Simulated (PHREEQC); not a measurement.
**Buffer**

Dissolve 0.015 mol NaHSO4, 0.0013 mol NH3 and 0.00013 mol LiCl per kg of water at 35 °C. Closed to the air; pH follows from the charge balance.

Equilibrium calculation in PHREEQC: ion-association model, phreeqc.dat.

Each row changes one thing in this solution. This is a speciation only: nothing precipitates in the calculation.

| case | pH | ionic strength (mol/kgw) | SO4-2 (mol/kgw) | HSO4- (mol/kgw) | NaSO4- (mol/kgw) |
|---|---|---|---|---|---|
| as made | 2.13 | 0.0340 | 0.00941 | 0.00514 | 0.000371 |
| temperature from 35 to 10 °C | 2.07 | 0.0364 | 0.0106 | 0.00392 | 0.000360 |
| diluted 10-fold with water | 2.94 | 0.00419 | 0.00134 | 0.000151 | 8.04e-6 |
| NH3 left out | 2.08 | [?] | 0.00911 | 0.00553 | 0.000361 |
| LiCl left out | 2.13 | 0.0338 | 0.00941 | 0.00515 | 0.000371 |
| 0.00016 mol/kgw (NH4)2SO4 added | 2.13 | [?] | 0.00952 | [?] | 0.000374 |
| 0.00039 mol/kgw NaOH added | 2.14 | 0.0342 | 0.00951 | 0.00502 | 0.000384 |
| NH3 from 0.0013 to 0.00013 mol/kgw | [?] | 0.0334 | 0.00914 | 0.00549 | 0.000362 |

### Question
Complete the blanks.

### Answer

- NH3 left out, ionic strength (mol/kgw): 0.0333
- 0.00016 mol/kgw (NH4)2SO4 added, ionic strength (mol/kgw): 0.0343
- 0.00016 mol/kgw (NH4)2SO4 added, HSO4- (mol/kgw): 0.00517
- NH3 from 0.0013 to 0.00013 mol/kgw, pH: 2.09

Species that the database lacks are ignored. Away from 25 °C the constants follow the database's enthalpies or fits; those with neither stay at their 25 °C values.
